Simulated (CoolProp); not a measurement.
Properties of R227EA at several states.

Computed with CoolProp (reference Helmholtz-energy equation of state, Lemmon 2016).

| T (°C) | p (kPa) | phase | Z | speed of sound (m/s) | viscosity (µPa s) |
|---|---|---|---|---|---|
| 113.85 | 40.6 | gas | 0.9957 | [?] | [?] |
| 53.55 | 73.1 | gas | 0.9859 | 128.6 | [?] |
| 38.85 | 11300 | liquid | [?] | [?] | [?] |

Problem. Fill in the missing entries.

Solution. 
- 113.85, speed of sound (m/s): 140.8
- 113.85, viscosity (µPa s): 15.0
- 53.55, viscosity (µPa s): 12.7
- 38.85, Z: 0.5253
- 38.85, speed of sound (m/s): 479.0
- 38.85, viscosity (µPa s): 258

Viscosity comes from a separate model (Huber 2003), an estimate that may be off by 10 % or more.
